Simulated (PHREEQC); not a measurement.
A solution holds 0.031 mol CuSO4, 0.14 mol CuCl2 and 0.00031 mol Na2SO4 per kg of water, at 25 °C. Closed to the air; pH follows from the charge balance.

Equilibrium calculation in PHREEQC: ion-association model, wateq4f.dat.

This is a speciation only: nothing precipitates in the calculation.

Q: Estimate the pH, ionic strength.

A: pH 4.22; ionic strength 0.423 mol/kgw.

Q: In which forms is Cu present?

A: Cu+2 75 %, CuCl+ 13 %, CuSO4 11 %, CuCl2 0.7 % of the Cu.

The solution is supersaturated, for example in Atacamite, Antlerite, so a real one may precipitate; this is no full list.
